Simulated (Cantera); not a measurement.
A closed system holds: 1 mol B2O3, a varied amount of H2, 0.35 mol NH3, held at 1473 K and 0.00133 bar.

Equilibrium computed with Cantera from the NASA thermochemical tables; the gas is ideal and each condensed phase is pure. Candidate condensed phases: B, BN, B2O3, B3O3H3, H2O; 39 gas species. Kinetics and transport are ignored.

log p: log10 of the partial pressure in bar; n: condensed amount in mol.

| n(H2) (mol) | log p H2 | log p HBO2 | log p HBO | log p B2O3 | log p N2 | n B2O3(l) |
|---|---|---|---|---|---|---|
| 24 | -2.89 | -4.82 | -4.86 | -4.91 | -5.03 | ___ |
| 30 | -2.89 | -4.82 | -4.85 | -4.91 | -5.13 | ___ |
| 37 | -2.89 | -4.82 | -4.85 | -4.91 | -5.22 | ___ |
| 45 | -2.89 | -4.82 | -4.85 | -4.91 | -5.30 | ___ |
| 56 | -2.89 | -4.88 | -4.91 | -5.03 | -5.39 | 0 |
| 68 | -2.89 | -4.94 | -4.96 | -5.15 | -5.48 | 0 |
| 84 | -2.88 | -5.02 | -5.02 | -5.28 | -5.57 | 0 |
| 100 | -2.88 | -5.08 | -5.07 | -5.39 | -5.64 | 0 |
| 130 | -2.88 | -5.17 | -5.14 | -5.56 | -5.75 | 0 |

Fill in the missing entries.


- 24, n B2O3(l): 0.465
- 30, n B2O3(l): 0.335
- 37, n B2O3(l): 0.183
- 45, n B2O3(l): 0.00981
